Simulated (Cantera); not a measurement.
Charge: 1 mol Cu, 0.94 mol NH3, 290 mol N2, held at 3.80 mbar.

Cantera equilibrium calculation (NASA polynomials, part measured and part estimated; ideal gas, pure solids and liquids). Candidate condensed phases: Cu; 11 gas species. Kinetics and transport are ignored.

Problem. Which condensed phases are stable at each of these points (T (K)): 625, 775, 925, 1075, 1225, 1375, 1525, 1675, 1825?

Solution. 
```json
[
 {"T (K)": "625", "condensed phases": "Cu(s)", "Cu condensed (%)": "100.0"},
 {"T (K)": "775", "condensed phases": "Cu(s)", "Cu condensed (%)": "100.0"},
 {"T (K)": "925", "condensed phases": "Cu(s)", "Cu condensed (%)": "100.0"},
 {"T (K)": "1075", "condensed phases": "Cu(s)", "Cu condensed (%)": "100.0"},
 {"T (K)": "1225", "condensed phases": "Cu(s)", "Cu condensed (%)": "99.8"},
 {"T (K)": "1375", "condensed phases": "Cu(l)", "Cu condensed (%)": "93.7"},
 {"T (K)": "1525", "condensed phases": "Cu(l)", "Cu condensed (%)": "4.0"},
 {"T (K)": "1675", "condensed phases": "gas only", "Cu condensed (%)": "0.0"},
 {"T (K)": "1825", "condensed phases": "gas only", "Cu condensed (%)": "0.0"}
]
```

From 625 K to 1225 K the condensed part is Cu(s). From 1375 K to 1525 K the condensed part is Cu(l). From 1675 K to 1825 K nothing is condensed.
